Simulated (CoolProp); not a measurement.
Vapour-liquid equilibrium of ethylene (1) + propylene (2) at 14.4 kPa; x and y are mole fractions of (1).

The numbers come from the multi-fluid Helmholtz-energy mixture model, Smukala 2000 and Lemmon 2013; pair parameters Bell 2016 in CoolProp.

```
x     bubble temperature (K)  y at the bubble point  dew temperature at overall composition x (K)  liquid density (mol/L)
----  ----------------------  ---------------------  --------------------------------------------  ----------------------
0.05                   177.7                  0.614                                         189.5                   16.01
0.2                    160.9                  0.926                                         187.1                   17.06
0.35                   153.7                  0.971                                         184.3                   17.90
0.5                    149.6                  0.986                                         180.9                   18.71
0.65                   146.7                  0.992                                         176.6                   19.53
0.8                    144.6                  0.996                                         170.3                   20.37
0.95                   142.8                  0.999                                         157.7                   21.26
```

No azeotrope shows between x = 0.05 and 0.95.

Pair parameters are fitted to limited data, so mixtures are less certain than the pure fluids.
